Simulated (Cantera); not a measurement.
A closed system holds: 1 mol SiH2Cl2, 0.67 mol NH3, 11 mol N2, at 25.0 Pa.

Method: chemical equilibrium by Gibbs-energy minimisation in Cantera with the NASA 1993 tables (ideal gas, pure condensed phases). Candidate condensed phases: NH4Cl, Si, Si3N4; 28 gas species. The tables' values for SiCl3 are old estimates; treat these amounts as uncertain. Rates play no part.

Task: At 973 K, list the 4 most abundant gas species with their mole fractions, and the condensed phases.

Result: N2 0.782, HCl 0.140, H2 0.0768, SiCl4 0.00162. Condensed: Si3N4(s).
